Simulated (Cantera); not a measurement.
**Thermodynamics of carbothermic reduction, feed CuO + C + N2**

A closed system holds: 1 mol CuO, 1 mol C, 0.35 mol N2, held at 2177 °C.

These are equilibrium values from Cantera (NASA tables, ideal gas, pure condensed phases), not measurements of a reactor. Candidate condensed phases: C, Cu, CuO, Cu2O; 27 gas species. Kinetics and transport are ignored.

```csv
P (Pa),x CO,x Cu,x N2,x Cu2,n Cu(l)
10,0.426,0.426,0.149,1.98e-6,0
42,0.426,0.426,0.149,8.30e-6,0
180,0.426,0.425,0.149,3.56e-5,0
750,0.426,0.425,0.149,0.000148,0
3200,0.426,0.425,0.149,0.000630,0
13000,0.427,0.422,0.149,0.00252,0
56000,0.570,0.228,0.199,0.00318,0.589
240000,0.701,0.0532,0.245,0.000741,0.922
1000000,0.731,0.0128,0.256,0.000178,0.982
```
x: gas mole fraction; n: condensed amount in mol.

From 0.000100 bar to 0.130 bar nothing is condensed. From 0.560 bar to 10.0 bar the condensed part is Cu(l). The main Cu-bearing gas is Cu throughout.
